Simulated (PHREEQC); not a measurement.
**Brine**

Make-up at 25 °C: 1.8 mol K2CO3, 0.038 mol H3BO3 and 0.079 mol KBr per kg of water. Closed to the air; pH follows from the charge balance.

All values are PHREEQC results (Pitzer model, pitzer.dat), not measurements.

```
Property                    Value
-------------------  ------------
pH                          11.46
ionic strength       5.44 mol/kgw
activity of water           0.913
density               1.185 g/cm³
osmotic coefficient         0.904
total alkalinity      3600 meq/kg
```

```json
[
 {"species": "K+", "molality": "3.68", "activity": "1.66", "log γ": "-0.347"},
 {"species": "CO3-2", "molality": "1.76", "activity": "0.249", "log γ": "-0.850"},
 {"species": "Br-", "molality": "0.0790", "activity": "0.0525", "log γ": "-0.177"},
 {"species": "HCO3-", "molality": "0.0392", "activity": "0.0187", "log γ": "-0.320"},
 {"species": "B(OH)4-", "molality": "0.0376", "activity": "0.0207", "log γ": "-0.259"},
 {"species": "OH-", "molality": "0.00155", "activity": "0.00268", "log γ": "0.236"},
 {"species": "B(OH)3", "molality": "0.000380", "activity": "0.000136", "log γ": "-0.447"},
 {"species": "B3O3(OH)4-", "molality": "1.74e-7", "activity": "2.57e-8", "log γ": "-0.829"},
 {"species": "B4O5(OH)4-2", "molality": "1.69e-7", "activity": "2.75e-9", "log γ": "-1.789"},
 {"species": "CO2", "molality": "1.07e-7", "activity": "1.55e-7", "log γ": "0.163"}
]
```

No solid was allowed to form. In brines, pH and single-ion activities rest on the MacInnes convention.
